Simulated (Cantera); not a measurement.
Input (Python, Cantera) and output of one run.

```python
import numpy as np
import cantera as ct

gas_names = """
    CL CL2 H HCL H2 Si SiCL SiCL2 SiCL3 SiCL4 SiH SiHCL3 SiH2 SiH2CL2 SiH3 SiH3CL SiH4 Si2 Si3
""".split()
cond_names = """
    Si(cr) Si(L)
""".split()


# ... load() reads the species with a 1 bar reference pressure and builds the phases ...
atoms = {
    'SiCl4': {'Si': 1, 'CL': 4},
    'H2': {'H': 2},
    'HCl': {'H': 1, 'CL': 1},
}
top_T = {}  # K; cautious upper limits of use, not melting points


# ... equilibrate(T, P, feed) seeds the gas with the atoms and calls Mixture.equilibrate('TP', solver="vcs", rtol=1e-11, max_steps=5000) ...
results = []
feed = {'SiCl4': 1, 'H2': 1.2, 'HCl': 5.6}  # mol
P = 100000  # Pa
for T in [973, 1023, 1073, 1123, 1173, 1223, 1273, 1323, 1373]:
    mix = equilibrate(T, P, feed)
    results.append((T, P, feed, dict(zip(mix.species_names, mix.species_moles))))

top = {s: max(r[3][s] / sum(r[3][g] for g in gas_names) for r in results) for s in gas_names}
cols = sorted((s for s in top if top[s] > 1e-05), key=lambda s: -top[s])[:8]
seen = [c for c in cond_names if any(r[3].get(c, 0) > 1e-12 for r in results)]
print("log10 of partial pressures in bar; condensed amounts in mol")
print(f"{'T/K':>10s}" + "".join(f"{s[:9]:>10s}" for s in cols + seen))
for T, P, feed, n in results:
    ng = sum(n[g] for g in gas_names)
    print(f"{T:10.4g}" + "".join(f"{np.log10(max(n[s] / ng * P / 1e5, 1e-99)):10.3f}" for s in cols)
          + "".join(f"{n.get(c, 0):10.4g}" for c in seen))
```

It prints:

```
log10 of partial pressures in bar; condensed amounts in mol
       T/K       HCL        H2     SiCL4     SiCL3    SiHCL3     SiCL2
       973    -0.144    -0.813    -0.893    -5.320    -3.812    -8.290
      1023    -0.144    -0.814    -0.893    -4.862    -3.635    -7.507
      1073    -0.144    -0.814    -0.893    -4.448    -3.475    -6.799
      1123    -0.144    -0.814    -0.894    -4.072    -3.331    -6.157
      1173    -0.143    -0.815    -0.895    -3.730    -3.199    -5.571
      1223    -0.143    -0.816    -0.896    -3.417    -3.080    -5.035
      1273    -0.143    -0.817    -0.899    -3.130    -2.971    -4.544
      1323    -0.143    -0.819    -0.902    -2.867    -2.873    -4.094
      1373    -0.142    -0.822    -0.907    -2.627    -2.786    -3.682
```

Equilibrium computed with Cantera from the NASA thermochemical tables; the gas is ideal and each condensed phase is pure. The tables' values for SiCl3 are old estimates; treat these amounts as uncertain.
